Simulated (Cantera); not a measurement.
Feed: 1 mol FeS, 280 mol H₂, 9 mol N₂, equilibrated at 1627 °C and 1.33 mbar.

These are equilibrium values from Cantera (NASA tables, ideal gas, pure condensed phases), not measurements of a reactor. Candidate condensed phases: Fe, FeS, FeS₂, S; 16 gas species. Rates play no part.

Base state: H₂ 0.942, N₂ 0.0306, H 0.0211, Fe 0.00341, SH 0.00112, S 0.000894, H₂S 0.000553, S₂ 0.000418 (mole fractions); condensed: gas only.

Problem. What changes in the equilibrium state with this change: FeS replaced by PbO?

Solution. 
| species | before | after |
|---|---|---|
| H₂ | 0.942 | 0.941 |
| N₂ | 0.0306 | 0.0307 |
| H | 0.0211 | 0.0211 |
| Pb | 0 | 0.00341 |
| H₂O | 0 | 0.00341 |
| Fe | 0.00341 | 0 |
| SH | 0.00112 | 0 |
| S | 0.000894 | 0 |
| H₂S | 0.000553 | 0 |
| S₂ | 0.000418 | 0 |
Further candidate phases: H₂O, Pb, PbO, PbO₂, Pb₃O₄.
